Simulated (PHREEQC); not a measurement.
HCl is added in steps, without added water, to 1 kg of water holding 0.0016 mol/kgw NaHCO3 and 0.00024 mol/kgw NaOH, at 25 °C. Oxygen is held at 0.21 atm. The system is closed to CO2. Solids allowed: Halite. Others were left out.

Base run: PHREEQC, ion-association model, phreeqc.dat. Each further column changes one thing. The table gives CO3-2 (mol/kgw).

```tsv
HCl added (mol)	base	temperature from 25 to 30 °C	0.00016 mol/kgw (CH3)4NCl added	no solid may form
0	0.000206	0.000197	0.000206	0.000206
0.0006875	3.42e-7	3.57e-7	3.44e-7	3.42e-7
0.001375	2.21e-8	2.31e-8	2.22e-8	2.21e-8
0.002063	8.73e-13	1.01e-12	8.82e-13	8.73e-13
0.00275	5.61e-14	6.52e-14	5.65e-14	5.61e-14
0.003438	1.89e-14	2.20e-14	1.90e-14	1.89e-14
0.004125	0	1.11e-14	0	0
0.004812	0	0	0	0
0.0055	0	0	0	0
```

 (CH3)4N+ isn't in the database: it is added as a free cation with an ion size of 4 Å.
